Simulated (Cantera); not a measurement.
**Thermodynamics of silicon oxide and oxynitride deposition, feed SiF4 + N2O + N2 + O2**

Input: 1 mol SiF4, 2.3 mol N2O, 1.5 mol N2, 0.3 mol O2, at 525 K and 0.660 Torr.

These are equilibrium values from Cantera (NASA tables, ideal gas, pure condensed phases), not measurements of a reactor. Candidate condensed phases: Si, SiO2, Si2N2O, Si3N4; 28 gas species. Equilibrium is a limit: real reactors are often held back by kinetics, nucleation or transport.

| Item | Result |
|---|---|
| x(N2) | 0.608 |
| x(O2) | 0.232 |
| x(SiF4) | 0.160 |
| gas amount | 6.250 mol |
| log10 activity of Si(s) (absent) | -77.39 |
